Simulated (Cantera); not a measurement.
A closed system holds: 1 mol B, a varied amount of H2O, 0.15 mol O2, held at 1048.15 K and 72.0 Torr.

Method: chemical equilibrium by Gibbs-energy minimisation in Cantera with the NASA 1993 tables (ideal gas, pure condensed phases). Candidate condensed phases: B, B2O3, B3O3H3, H2O; 23 gas species. Mutual solubility and eutectic melting of coexisting phases are not modelled. Gases not in the tables: H3BO3. The numbers say what is thermodynamically allowed, not how fast it happens.

x: gas mole fraction; n: condensed amount in mol.

```json
[
 {"n(H2O) (mol)": "0.75", "x H2": "0.998", "x H2O": "5.20e-8", "x (HBO2)3": "<1e-12", "x B3O3H3": "0.00196", "x HBO2": "___", "n B(s)": "0.299", "n B2O3(l)": "0.349"},
 {"n(H2O) (mol)": "1.2", "x H2": "1.000", "x H2O": "4.27e-6", "x (HBO2)3": "6.02e-11", "x B3O3H3": "2.65e-6", "x HBO2": "___", "n B(s)": "0", "n B2O3(l)": "0.500"},
 {"n(H2O) (mol)": "1.9", "x H2": "0.632", "x H2O": "0.366", "x (HBO2)3": "0.00151", "x B3O3H3": "<1e-12", "x HBO2": "___", "n B(s)": "0", "n B2O3(l)": "0.496"},
 {"n(H2O) (mol)": "3", "x H2": "0.401", "x H2O": "0.596", "x (HBO2)3": "0.00314", "x B3O3H3": "<1e-12", "x HBO2": "___", "n B(s)": "0", "n B2O3(l)": "0.486"},
 {"n(H2O) (mol)": "4.7", "x H2": "0.256", "x H2O": "0.740", "x (HBO2)3": "0.00435", "x B3O3H3": "<1e-12", "x HBO2": "0.000190", "n B(s)": "0", "n B2O3(l)": "0.469"},
 {"n(H2O) (mol)": "7.4", "x H2": "0.163", "x H2O": "0.832", "x (HBO2)3": "0.00519", "x B3O3H3": "<1e-12", "x HBO2": "0.000202", "n B(s)": "0", "n B2O3(l)": "0.442"},
 {"n(H2O) (mol)": "12", "x H2": "0.100", "x H2O": "0.894", "x (HBO2)3": "0.00577", "x B3O3H3": "<1e-12", "x HBO2": "0.000209", "n B(s)": "0", "n B2O3(l)": "0.395"}
]
```

**Question.** What belongs in the gaps?

**Answer.** 
- 0.75, x HBO2: 5.04e-8
- 1.2, x HBO2: 4.57e-7
- 1.9, x HBO2: 0.000134
- 3, x HBO2: 0.000171
